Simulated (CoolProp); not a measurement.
Vapour-liquid equilibrium of carbon dioxide (1) + ethane (2) at 237.6 K; x and y are mole fractions of (1).

Values from CoolProp's multi-fluid Helmholtz-energy mixture model, Span 1996 and Bücker 2006; pair parameters Kunz 2012.

```csv
x,bubble pressure (kPa),y at the bubble point,dew pressure at overall composition x (kPa),liquid density (mol/L)
0.05,992.9,0.124,933.8,15.78
0.2,1217,0.358,1060,16.39
0.35,1354,0.490,1208,17.17
0.5,1424,0.578,1363,18.22
0.65,1445,0.649,1445,19.63
0.8,1417,0.731,1365,21.52
0.95,1282,0.890,1225,23.99
```

y crosses x between x = 0.5 and 0.65: the model has an azeotrope there.

Pair parameters are fitted to limited data, so mixtures are less certain than the pure fluids.
